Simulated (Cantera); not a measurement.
Feed: 1 mol SiCl₄, 0.037 mol HCl, a varied amount of H₂, held at 2498 K and 458 Torr.

Method: chemical equilibrium by Gibbs-energy minimisation in Cantera with the NASA 1993 tables (ideal gas, pure condensed phases). Candidate condensed phases: Si; 19 gas species. Gases not in the tables: Si₂H₆ and higher silanes. Kinetics and transport are ignored.

**Question.** Which condensed phases are stable at each of these points (n(H₂) (mol)): 2.2, 3.7, 6.4, 11, 19, 33, 56, 97, 170, 290, 490, 850?

**Answer.** 
```json
[
 {"n(H₂) (mol)": "2.2", "condensed phases": "gas only", "Si condensed (%)": "0.0"},
 {"n(H₂) (mol)": "3.7", "condensed phases": "gas only", "Si condensed (%)": "0.0"},
 {"n(H₂) (mol)": "6.4", "condensed phases": "gas only", "Si condensed (%)": "0.0"},
 {"n(H₂) (mol)": "11", "condensed phases": "gas only", "Si condensed (%)": "0.0"},
 {"n(H₂) (mol)": "19", "condensed phases": "Si(l)", "Si condensed (%)": "8.8"},
 {"n(H₂) (mol)": "33", "condensed phases": "Si(l)", "Si condensed (%)": "10.3"},
 {"n(H₂) (mol)": "56", "condensed phases": "gas only", "Si condensed (%)": "0.0"},
 {"n(H₂) (mol)": "97", "condensed phases": "gas only", "Si condensed (%)": "0.0"},
 {"n(H₂) (mol)": "170", "condensed phases": "gas only", "Si condensed (%)": "0.0"},
 {"n(H₂) (mol)": "290", "condensed phases": "gas only", "Si condensed (%)": "0.0"},
 {"n(H₂) (mol)": "490", "condensed phases": "gas only", "Si condensed (%)": "0.0"},
 {"n(H₂) (mol)": "850", "condensed phases": "gas only", "Si condensed (%)": "0.0"}
]
```

From 2.2 mol H₂ to 11 mol H₂ nothing is condensed. From 19 mol H₂ to 33 mol H₂ the condensed part is Si(l). From 56 mol H₂ to 850 mol H₂ nothing is condensed.
